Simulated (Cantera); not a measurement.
A freely propagating, adiabatic, planar premixed flame of CO : H₂ : O₂ : N₂ = 1 : 0.23 : 0.473 : 1.78 (molar parts), equivalence ratio 1.3, unburnt at 400 K and 45000 Pa; mixture-averaged transport, grid criteria slope 0.08 and curve 0.16, no radiation.

Computed with Cantera and GRI-Mech 3.0 (53 species, 325 reactions). Burning velocities carry a grid error of a few per cent, more on coarse grids.

**Question.** Predict: laminar burning velocity; thermal thickness; peak x(H); peak x(O); peak x(HO₂).

**Answer.** 
```
Property                     Value
------------------------  --------
laminar burning velocity  151 cm/s
thermal thickness          1.60 mm
peak x(H)                   0.0311
peak x(O)                   0.0171
peak x(HO₂)               0.000227
```
